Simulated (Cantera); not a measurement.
Charge: 1 mol Si3N4, 1.7 mol Cl2, 49 mol N2, at 8.30 Pa.

These are equilibrium values from Cantera (NASA tables, ideal gas, pure condensed phases), not measurements of a reactor. Candidate condensed phases: Si, Si3N4; 13 gas species. The numbers say what is thermodynamically allowed, not how fast it happens.

Over these rows the condensed part is Si3N4(s). Partial pressures as log10 of bar:

| T (K) | 1000/T (1/K) | log p SiCl4 | log p N2 | log p SiCl2 |
|---|---|---|---|---|
| 1123 | 0.8905 | -5.93 | -4.09 | -6.69 |
| 1198 | 0.8347 | -6.17 | -4.09 | -6.00 |
| 1273 | 0.7855 | -6.93 | -4.09 | -5.66 |
| 1348 | 0.7418 | -8.06 | -4.10 | -5.58 |
| 1423 | 0.7027 | -9.16 | -4.10 | -5.57 |
| 1498 | 0.6676 | ? | -4.10 | -5.57 |

Q: Fit log p(SiCl4) = a + b·(1000/T) to the five rows, give the apparent enthalpy, and predict the row at 1498 K.

A: Means: 1000/T = 0.7910, log p = -7.250. Sxy = 0.385281, Sxx = 0.0220577, so b = 17.47 and a = -7.250 − (17.47)×0.7910 = -21.07.
Apparent enthalpy: −19.145 × (17.47) = -334 kJ/mol. With the condensed phases at unit activity, 2/3 N2(g) + 2 SiCl2(g) = SiCl4(g) + 1/3 Si3N4(s) links this pressure to the main gases: over the six rows their terms move log p by +2.23 in all, so the slope isn't that reaction's ΔH° alone. The five rows lie within 0.42 of the line; that is curvature, so one enthalpy describes this range poorly.
Prediction at 1498 K: -21.07 + (17.47)×0.6676 = -9.41. The computed value is -10.17, 0.76 from the line.
